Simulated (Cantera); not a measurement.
A perfectly stirred reactor is fed with CH4 : N2 = 1 : 22 (molar parts), at 0.0133 bar; it is held at 1375 K, and followed from long to short residence time.

Cantera simulation using GRI-Mech 3.0 (53 species, 325 reactions); the numbers are that mechanism's predictions, not measurements. GRI-Mech 3.0 stops at C3 and has no aromatics, soot or wall deposition, so with more carbon than oxygen in the feed, carbon stays in small species such as C2H2 where larger ones or solid carbon would form. Radical loss at walls, strong at low pressure, is not modelled.

### Question
What does this change do: CH4 1 to 3.8 parts?

### Answer
```tsv
quantity	before	after
x(CH4) at τ = 21.0 s	0.0389	0.131
x(H2) at τ = 21.0 s	0.00624	0.0200
x(CH3) at τ = 21.0 s	5.30e-5	9.28e-5
x(C2H) at τ = 21.0 s	1.09e-10	1.81e-10
x(C2H4) at τ = 21.0 s	0.000356	0.000898
x(CH4) at τ = 0.100 s	0.0435	0.147
x(H2) at τ = 0.100 s	1.28e-6	5.61e-6
x(CH3) at τ = 0.100 s	2.45e-6	9.57e-6
x(C2H) at τ = 0.100 s	<1e-12	<1e-12
x(C2H4) at τ = 0.100 s	2.02e-8	3.06e-7
```

### Question
What does this change do: temperature 1375 to 1048 K?

### Answer
```json
[
 {"quantity": "x(CH4) at τ = 21.0 s", "before": "0.0389", "after": "0.0435"},
 {"quantity": "x(H2) at τ = 21.0 s", "before": "0.00624", "after": "5.69e-9"},
 {"quantity": "x(CH3) at τ = 21.0 s", "before": "5.30e-5", "after": "1.03e-8"},
 {"quantity": "x(C2H) at τ = 21.0 s", "before": "1.09e-10", "after": "<1e-12"},
 {"quantity": "x(C2H4) at τ = 21.0 s", "before": "0.000356", "after": "2.90e-11"},
 {"quantity": "x(CH4) at τ = 0.100 s", "before": "0.0435", "after": "0.0435"},
 {"quantity": "x(H2) at τ = 0.100 s", "before": "1.28e-6", "after": "2.67e-11"},
 {"quantity": "x(CH3) at τ = 0.100 s", "before": "2.45e-6", "after": "5.35e-11"},
 {"quantity": "x(C2H) at τ = 0.100 s", "before": "<1e-12", "after": "<1e-12"},
 {"quantity": "x(C2H4) at τ = 0.100 s", "before": "2.02e-8", "after": "<1e-12"}
]
```
